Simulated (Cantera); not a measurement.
A closed system holds: 1 mol B, 1.2 mol O2, 16 mol N2, at 1173 K and 47.0 Pa.

Method: chemical equilibrium by Gibbs-energy minimisation in Cantera with the NASA 1993 tables (ideal gas, pure condensed phases). Candidate condensed phases: B, BN, B2O3; 17 gas species. The numbers say what is thermodynamically allowed, not how fast it happens.

Base state: N2 0.973, O2 0.0273, NO 6.35e-5 (mole fractions); condensed: B2O3(l).

Task: What changes in the equilibrium state with this change: B replaced by BCl3?

Result: 
| species | before | after |
|---|---|---|
| N2 | 0.973 | 0.873 |
| Cl2 | 0 | 0.0616 |
| Cl | 0 | 0.0405 |
| O2 | 0.0273 | 0.0245 |
| BOCl | 0 | 2.65e-5 |
| NO | 6.35e-5 | 5.70e-5 |
| B2O3(l), mol | 0.500 | 0.500 |
The tables' values for BOCl are old estimates; treat these amounts as uncertain.
